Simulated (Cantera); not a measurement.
Cantera with NASA thermochemical tables; ideal gases at 1 bar, condensed phases pure. Values are per mole of reaction as written; species without (g) are pure solids or liquids, kept so even where they would boil at 1 bar.

Task: Between 1548 and 1723 K, where is each reaction favourable under standard conditions?
- NbO2 + 2 H2(g) = 2 H2O(g) + Nb

Result: 
- NbO2 + 2 H2(g) = 2 H2O(g) + Nb: ΔG° is 200 kJ at 1548 K and 193 kJ at 1723 K; it stays positive (K < 1). ΔH° is 265 kJ and ΔS° 42 J/K at 1723 K.
